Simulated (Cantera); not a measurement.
An isothermal, constant-pressure homogeneous reactor starts with NH3 : H2 = 1 : 12 (molar parts), at 1825 K and 750 Torr. Integrator tolerance rtol = 1e-08.

Cantera simulation using the gas-phase N/H chemistry of the illustrative SiF4/NH3 mechanism in the Surface Chemkin manual (1991); the numbers are that mechanism's predictions, not measurements. Walls and surfaces, which speed up NH3 decomposition in real reactors, are not modelled.

Q: What does this change do: temperature 1825 to 1375 K?

A: 
| quantity | before | after |
|---|---|---|
| x(NH3) at 20.0 s | 0.00156 (gas-phase equilibrium 4.92e-6) | 0.0769 (gas-phase equilibrium 1.64e-5) |
| x(H2) at 20.0 s | 0.963 (gas-phase equilibrium 0.964) | 0.923 (gas-phase equilibrium 0.964) |
| x(N2H2) at 20.0 s | 4.71e-11 (gas-phase equilibrium <1e-12) | 1.35e-10 (gas-phase equilibrium <1e-12) |
| x(NH2) at 20.0 s | 1.91e-6 (gas-phase equilibrium 6.02e-9) | 5.40e-7 (gas-phase equilibrium 1.14e-10) |
| x(N2) at 20.0 s | 0.0350 (gas-phase equilibrium 0.0357) | 2.84e-5 (gas-phase equilibrium 0.0357) |
| x(NH) at 20.0 s | 3.92e-8 (gas-phase equilibrium 1.24e-10) | 2.72e-10 (gas-phase equilibrium <1e-12) |
